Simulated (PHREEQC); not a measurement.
Solution (25 °C): 0.0061 mol H2SO4, 0.00036 mol ZnSO4 and 7.4e-05 mol MgCl2 per kg of water. Closed to the air; pH follows from the charge balance.

The numbers come from PHREEQC with the ion-association model, phreeqc.dat.

Question: The ionic strength comes out as 0.0147 mol/kgw. What activity coefficients do HSO4-, Mg+2, Zn(SO4)2-2, SO4-2, H+ get?

Answer: HSO4- 0.89, Mg+2 0.63, Zn(SO4)2-2 0.61, SO4-2 0.62, H+ 0.90.

This is a speciation only: nothing precipitates in the calculation.
